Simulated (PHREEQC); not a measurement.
0.021 g of hydrous ferric oxide (600 m²/g; 0.2 weak and 0.005 strong sites per Fe, Dzombak-Morel constants, diffuse double layer) in 1 kg of water with 0.01 mol/kgw of an inert sodium salt, at 25 °C; the pH is set by adding NaOH or the inert anion's acid. O2 is buffered at 0.21 atm. The system is closed to CO2. No solid was allowed to form.

All values are PHREEQC results (ion-association model, wateq4f.dat), not measurements.

**Question.** Predict surface charge σ (C/m²) at pH = 5, 6.5, 7, 8.

**Answer.** 
```
pH   surface charge σ (C/m²)
---  -----------------------
5                      0.113
6.5                    0.030
7                      0.017
8                      0.001
```

Complexes and solids missing from the database can't appear.
